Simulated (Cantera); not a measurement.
A closed system holds: 1 mol CaO, 44 mol Cl2, held at 1325 K and 0.830 bar.

Equilibrium computed with Cantera from the NASA thermochemical tables; the gas is ideal and each condensed phase is pure. Candidate condensed phases: Ca, CaCl2, CaO; 11 gas species. Condensed phases not in the tables: oxide chlorides. The numbers say what is thermodynamically allowed, not how fast it happens.

Base state: Cl2 0.972, Cl 0.0167, O2 0.0114, CaCl2 0.000112, ClO 5.13e-5 (mole fractions); condensed: CaCl2(l).

Task: What changes in the equilibrium state with this change: 0.27 mol H2O added?

Result: 
```tsv
species	before	after
Cl2	0.972	0.957
Cl	0.0167	0.0166
O2	0.0114	0.0143
HCl	0	0.0122
CaCl2	0.000112	0.000112
ClO	5.13e-5	5.71e-5
CaCl2(l), mol	0.995	0.995
```
Further candidate phases: Ca(OH)2, H2O.

Task: What changes in the equilibrium state with this change: pressure from 0.830 bar to 0.00260 bar?

Result: 
```tsv
species	before	after
Cl2	0.972	0.715
Cl	0.0167	0.256
CaCl2	0.000112	0.0196
O2	0.0114	0.00978
ClO	5.13e-5	4.08e-5
CaCl2(l), mol	0.995	0
```
